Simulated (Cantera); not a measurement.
Predominance diagram of Li at 1275 K against the partial pressures of O₂ and Cl₂ (log10, bar). Cantera with NASA thermochemical tables; ideal gases at 1 bar, condensed phases pure. Candidates: Li(l), LiCl(l), Li₂O(s). Only these pure phases compete in this equilibrium. Not in the tables: the peroxide.

```
log p(Cl₂) \ log p(O₂)
        columns: -33, -31.6, -30.1, -28.7, -27.3, -25.8, -24.4, -23, -21.5, -20.1, -18.7, -17.2, -15.8, -14.3, -12.9, -11.5, -10, -8.6, -7.2, -5.7, -4.3, -2.9, -1.4, 0
      0  A A A A A A A A A A A A A A A A A A A A A A A A
   -3.1  A A A A A A A A A A A A A A A A A A A A A A A A
   -6.2  A A A A A A A A A A A A A A A A A A A A A A A A
   -9.3  A A A A A A A A A A A A A A A A A A A A A A B B
  -12.4  A A A A A A A A A A A A A A A A A A B B B B B B
  -15.5  A A A A A A A A A A A A A B B B B B B B B B B B
  -18.5  A A A A A A A A A B B B B B B B B B B B B B B B
  -21.6  A A A A A B B B B B B B B B B B B B B B B B B B
  -24.7  A B B B B B B B B B B B B B B B B B B B B B B B
  -27.8  B B B B B B B B B B B B B B B B B B B B B B B B
  -30.9  B B B B B B B B B B B B B B B B B B B B B B B B
    -34  B B B B B B B B B B B B B B B B B B B B B B B B
```

A: LiCl(l); B: Li₂O(s).
